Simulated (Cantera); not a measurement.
An adiabatic, constant-pressure homogeneous reactor starts with 4.05 % CH₄, 0.486 % H₂, 17.4 % O₂, 65.2 % N₂, 13.0 % H₂O, equivalence ratio 0.48, at 1550 K and 2.40 bar.

Computed with Cantera and GRI-Mech 3.0 (53 species, 325 reactions).

x: mole fraction; the columns are a selection and need not sum to one.

```tsv
t (s)	T (K)	x CH₄	x H₂	x O₂	x H	x H₂O₂
5.00e-6	1550	0.0405	0.00486	0.174	4.09e-8	(withheld)
2.37e-5	1550	0.0404	0.00486	0.174	1.49e-7	(withheld)
0.000112	1554	0.0394	0.00483	0.173	3.27e-6	(withheld)
0.000531	2335	<1e-12	0.00116	0.0888	0.000256	4.67e-7
0.00252	2334	<1e-12	0.00115	0.0886	0.000254	4.66e-7
0.0119	2331	<1e-12	0.00114	0.0878	0.000249	4.60e-7
0.0565	2322	<1e-12	0.00110	0.0854	0.000234	4.45e-7
0.267	2318	<1e-12	0.00108	0.0843	0.000228	4.38e-7
1.27	2318	<1e-12	0.00108	0.0843	0.000228	4.38e-7
6.00	2318	<1e-12	0.00108	0.0843	0.000228	4.38e-7
```

### Question
What belongs in the gaps?

### Answer

- 5.00e-6, x H₂O₂: 1.97e-8
- 2.37e-5, x H₂O₂: 8.87e-8
- 0.000112, x H₂O₂: 6.00e-7
